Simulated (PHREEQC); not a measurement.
A solution holds 0.074 mol HF, 0.27 mol ZnSO4 and 0.013 mol KCl per kg of water, at 25 °C. Closed to the air; pH follows from the charge balance.

Model: ion-association model, wateq4f.dat, run in PHREEQC.

This is a speciation only: nothing precipitates in the calculation.

Problem. Predict the pH, ionic strength, activity of water.

Solution. pH 2.31; ionic strength 0.515 mol/kgw; activity of water 0.992.

Problem. In which forms is K present?

Solution. K+ 91 %, KSO4- 8.8 % of the K.

Complexes and solids missing from the database can't appear. wateq4f.dat counts part of the HF as a dimer, H2F2, which phreeqc.dat doesn't know; its constant is uncertain.
